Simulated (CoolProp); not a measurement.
Vapour pressure (MPa) of fluorine: the reference equation beside estimates from Tc = -128.7 °C, pc = 5.240 MPa, ω = 0.045.

Model: reference Helmholtz-energy equation of state, de Reuck 1990, in CoolProp.

| T (°C) | reference | Lee-Kesler | van der Waals | Redlich-Kwong | Soave-Redlich-Kwong | Peng-Robinson |
|---|---|---|---|---|---|---|
| -183.95 | 0.1594 | 0.1621 | 0.5371 | 0.1446 | 0.1612 | 0.1647 |
| -181.25 | 0.2088 | 0.2121 | 0.6340 | 0.1939 | 0.2112 | 0.2147 |
| -178.65 | 0.2666 | 0.2706 | 0.7379 | 0.2524 | 0.2697 | 0.2730 |
| -175.95 | 0.3385 | 0.3434 | 0.8571 | 0.3260 | 0.3426 | 0.3455 |
| -173.35 | 0.4206 | 0.4263 | 0.9834 | 0.4107 | 0.4259 | 0.4280 |
| -170.65 | 0.5206 | 0.5271 | 1.127 | 0.5144 | 0.5274 | 0.5284 |
| -167.95 | 0.6370 | 0.6443 | 1.283 | 0.6357 | 0.6456 | 0.6453 |
| -165.35 | 0.7660 | 0.7740 | 1.446 | 0.7705 | 0.7769 | 0.7749 |
| -162.65 | 0.9190 | 0.9275 | 1.629 | [?] | 0.9327 | 0.9287 |
| -159.95 | 1.093 | 1.102 | 1.827 | 1.113 | 1.110 | 1.104 |
| -157.35 | 1.282 | 1.291 | 2.030 | 1.310 | 1.302 | 1.294 |
| -154.65 | 1.501 | 1.510 | 2.256 | 1.539 | 1.526 | 1.515 |
| -151.95 | 1.747 | 1.755 | [?] | 1.794 | 1.776 | 1.763 |
| -149.35 | 2.009 | 2.017 | [?] | 2.066 | 2.043 | 2.027 |

Question: Some entries are withheld; supply them.

Answer: 
- -162.65, Redlich-Kwong: 0.9306
- -151.95, van der Waals: 2.498
- -149.35, van der Waals: 2.745

Absolute difference from the reference over all 14 rows, mean and median: Lee-Kesler 1.1 and 1.1 %, van der Waals 110.3 and 95.1 %, Redlich-Kwong 3.1 and 2.4 %, Soave-Redlich-Kwong 1.4 and 1.4 %, Peng-Robinson 1.6 and 1.2 %.
